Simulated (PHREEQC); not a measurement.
**Arsenic or selenium liquor: speciation**

Make-up at 10 °C: 0.015 mol/kgw Na2HAsO4, 0.011 mol/kgw H2SO4 and 0.00012 mol/kgw CaCl2. Closed to the air; pH follows from the charge balance.

Equilibrium calculation in PHREEQC: ion-association model, wateq4f.dat.

This is a speciation only: nothing precipitates in the calculation.

Task: What pH, ionic strength does the model give?

Result: pH 2.66; ionic strength 0.0416 mol/kgw.

Task: In which forms is Na present?

Result: Na+ 98 %, NaSO4- 2.1 % of the Na.

Constants without temperature data keep their 25 °C values here. The database has no arsenate complexes of Ca.
